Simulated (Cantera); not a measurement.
Input: 1 mol Si, 1.6 mol NF3, at 577 °C and 4.90 Pa.

Cantera equilibrium calculation (NASA polynomials, part measured and part estimated; ideal gas, pure solids and liquids). Candidate condensed phases: Si, Si3N4; 16 gas species. Kinetics and transport are ignored.

Base state: SiF4 0.390, N2 0.312, F 0.285, F2 0.0135 (mole fractions); condensed: gas only.

Task: What changes in the equilibrium state with this change: NF3 from 1.6 to 0.62 mol?

Result: 
```csv
species,before,after
SiF4,0.390,0.999
SiF3,<1e-9,0.000539
N2,0.312,<1e-9
F,0.285,<1e-9
F2,0.0135,<1e-9
"Si(s), mol",0,0.0699
"Si3N4(s), mol",0,0.155
```
The tables' values for SiF3 are old estimates; treat these amounts as uncertain.

Task: What changes in the equilibrium state with this change: temperature from 577 °C to 527 °C?

Result: 
```tsv
species	before	after
SiF4	0.390	0.400
N2	0.312	0.320
F	0.285	0.239
F2	0.0135	0.0405
```
